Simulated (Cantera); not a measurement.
A jet of H2 : O2 : N2 = 0.029 : 0.057 : 0.79 (molar parts), equivalence ratio 0.25 at 300 K and 70.5 Torr hits a platinum plate 2.5 cm away at a mass flux of 0.043 kg/m²/s; the plate temperature is set and raised in steps from an oxygen-covered start.

Detailed kinetics in Cantera: Deutschmann's 1995 Pt surface mechanism with GRI-Mech 3.0 gas chemistry. Catalytic surfaces can have several steady states; this one follows from the mechanism file's or the stated starting coverage.

x: mole fraction at the wall; θ: surface coverage.

```csv
plate T (K),wall x H2,wall x O2,wall x H2O,wall x OH,θ free Pt,θ O*,θ OH*
500,0.00205,0.0320,0.0606,<1e-8,0.0941,0.878,0.0279
550,0.00205,0.0321,0.0601,<1e-8,0.0995,0.884,0.0160
600,0.00205,0.0322,0.0597,<1e-8,0.105,0.885,0.00994
650,0.00205,0.0323,0.0593,<1e-8,0.110,0.884,0.00662
700,0.00202,0.0323,0.0590,<1e-8,0.116,0.879,…
750,0.00189,0.0322,0.0589,<1e-8,0.130,0.866,0.00358
800,…,0.0320,0.0592,<1e-8,…,0.835,…
```

### Question
Fill in the missing entries.

### Answer

- 700, θ OH*: 0.00469
- 800, wall x H2: 0.00159
- 800, θ free Pt: 0.162
- 800, θ OH*: 0.00295
